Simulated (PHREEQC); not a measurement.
Acid mine or pickling water: speciation

Synthetic water in mmol/kgw, 20 °C, pH 3.14, pe 11.3: Na 0.85; K 0.0131; Ca 0.41; Mg 1.77; Cl 0.931; S(6) 3.08; Mn(2) 0.00282; Fe(3) 0.0869; Zn 0.00304; F 0.142.

Na is adjusted to close the charge balance.
Valence states are taken as typed.

The numbers come from PHREEQC with the ion-association model, phreeqc.dat.

No solid was allowed to form.

Q: Estimate the ionic strength, specific conductance.

A: ionic strength 0.0105 mol/kgw; specific conductance 826 µS/cm.

Q: In which forms is Mn present?

A: Mn+2 84 %, MnSO4 15 % of the Mn.

Saturation is exceeded, for instance for Hematite (slow to form), Goethite (slow to form); the values hold only as long as no solid forms. Species that the database lacks are ignored. Fluoro complexes past AlF4- and FeF3 are missing from the database.
